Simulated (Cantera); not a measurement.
Input: 1 mol Ti(OiPr)₄, 11 mol O₂, 1.7 mol H₂, equilibrated at 0.135 Torr.

Equilibrium computed with Cantera from the NASA thermochemical tables; the gas is ideal and each condensed phase is pure. Candidate condensed phases: C, C₆H₆, C₇H₈, C₈H₁₈, H₂O, Ti, TiC, TiO, TiO₂, Ti₂O₃, Ti₃O₅, Ti₄O₇; 113 gas species. The feed counts by its element totals alone. Kinetics and transport are ignored. All values below are at 1648 K.

Base state: CO 0.312, H₂O 0.312, H₂ 0.252, CO₂ 0.120, H 0.00333, OH 0.000185 (mole fractions); condensed: TiO₂(rutile).

### Question
What changes in the equilibrium state with this change: H₂ from 1.7 to 46 mol?

### Answer
| species | before | after |
|---|---|---|
| H₂ | 0.252 | 0.673 |
| CO | 0.312 | 0.155 |
| H₂O | 0.312 | 0.155 |
| CO₂ | 0.120 | 0.0111 |
| OH | 0.000185 | 5.63e-5 |
| H | 0.00333 | 0.00545 |
| TiO₂(rutile), mol | 1.000 | 1.000 |

### Question
What changes in the equilibrium state with this change: pressure from 0.135 Torr to 1.00 Torr?

### Answer
```
species              before    after
-----------------  --------  -------
CO                    0.312    0.313
H₂O                   0.312    0.312
H₂                    0.252    0.253
H                   0.00333  0.00123
CO₂                   0.120    0.120
OH                 0.000185  6.80e-5
TiO₂(rutile), mol     1.000    1.000
```
